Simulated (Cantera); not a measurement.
A perfectly stirred reactor is fed with 2.03 % CH₄, 0.305 % C₂H₆, 1.99 % C₃H₈, 20.1 % O₂, 75.6 % N₂, equivalence ratio 0.75, at 15.0 bar; it is adiabatic with a 325 K inlet, and is followed from long to short residence time, starting on the burning branch (τ in s: 0.33, 0.14, 0.056, 0.023, 0.0095, 0.0039, 0.0016, 0.00067, 0.00028, 0.00011, 4.7e-05).

Cantera simulation using GRI-Mech 3.0 (53 species, 325 reactions); the numbers are that mechanism's predictions, not measurements. GRI-Mech 3.0 was tuned for natural gas; its chemistry of propane as a main component is partial and can be far from experiment. The pressure lies above the range GRI-Mech 3.0 was tuned for (to about 10 atm).

x: mole fraction; the columns are a selection and need not sum to one.

| τ (s) | T (K) | x CH₄ | x C₂H₆ | x C₃H₈ | x CH₂O | x CH₃ |
|---|---|---|---|---|---|---|
| 0.33 | 1980 | 1.60e-7 | (withheld) | 1.91e-8 | 3.91e-8 | 7.58e-8 |
| 0.14 | 1981 | 3.69e-7 | (withheld) | 4.44e-8 | 9.08e-8 | 1.76e-7 |
| 0.056 | 1981 | 8.80e-7 | (withheld) | 1.09e-7 | 2.20e-7 | 4.24e-7 |
| 0.023 | 1980 | 1.96e-6 | (withheld) | 2.56e-7 | 5.02e-7 | 9.61e-7 |
| 0.0095 | 1978 | 4.07e-6 | (withheld) | 5.81e-7 | 1.09e-6 | 2.05e-6 |
| 0.0039 | 1974 | 7.96e-6 | (withheld) | 1.28e-6 | 2.26e-6 | 4.14e-6 |
| 0.0016 | 1968 | 1.50e-5 | (withheld) | 2.71e-6 | 4.56e-6 | 7.94e-6 |
| 0.00067 | 1956 | 2.76e-5 | (withheld) | 5.54e-6 | 8.96e-6 | 1.46e-5 |
| 0.00028 | 1935 | 5.31e-5 | (withheld) | 1.13e-5 | 1.80e-5 | 2.70e-5 |
| 0.00011 | 1893 | 0.000121 | (withheld) | 2.59e-5 | 4.08e-5 | 5.53e-5 |
| 4.7e-5 | 325 | 0.0203 | (withheld) | 0.0199 | <1e-12 | <1e-12 |

**Question.** Some entries are withheld; supply them.

**Answer.** 
- 0.33, x C₂H₆: 3.26e-9
- 0.14, x C₂H₆: 7.59e-9
- 0.056, x C₂H₆: 1.85e-8
- 0.023, x C₂H₆: 4.30e-8
- 0.0095, x C₂H₆: 9.60e-8
- 0.0039, x C₂H₆: 2.06e-7
- 0.0016, x C₂H₆: 4.28e-7
- 0.00067, x C₂H₆: 8.62e-7
- 0.00028, x C₂H₆: 1.76e-6
- 0.00011, x C₂H₆: 4.17e-6
- 4.7e-5, x C₂H₆: 0.00305
